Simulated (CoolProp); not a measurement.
Vapour pressure (bar) of methanol: the reference equation beside estimates from Tc = 513.4 K, pc = 82.16 bar, ω = 0.565. Clausius-Clapeyron is anchored at 409.9 K with a constant enthalpy of vaporisation of 29.18 kJ/mol.

Values from CoolProp's reference Helmholtz-energy equation of state, de Reuck 1993.

```tsv
T (K)	reference	Lee-Kesler	Clausius-Clapeyron	van der Waals	Redlich-Kwong	Soave-Redlich-Kwong	Peng-Robinson
398.2	7.369	7.522	7.805	27.26	16.15	7.570	7.554
401.1	7.970	8.139	8.319	28.21	17.03	8.197	8.173
404.1	8.633	8.818	8.877	29.21	17.99	8.887	8.853
407	9.314	9.516	9.444	30.20	18.94	9.597	9.552
409.9	10.04	10.25	10.04	31.21	19.93	10.35	10.29
412.9	10.83	11.06	10.68	32.28	20.98	11.18	11.11
415.8	11.65	11.89	11.33	33.34	22.04	12.02	11.94
418.8	12.54	12.80	12.04	34.45	23.18	12.95	12.85
421.7	13.46	13.73	12.76	35.55	24.31	13.90	13.79
424.7	14.46	14.74	13.53	36.71	25.52	14.93	14.81
```

Absolute difference from the reference over all 10 rows, mean and median: Lee-Kesler 2.1 and 2.1 %, Clausius-Clapeyron 3.4 and 3.4 %, van der Waals 207.4 and 204.5 %, Redlich-Kwong 96.8 and 96.1 %, Soave-Redlich-Kwong 3.1 and 3.1 %, Peng-Robinson 2.5 and 2.5 %.
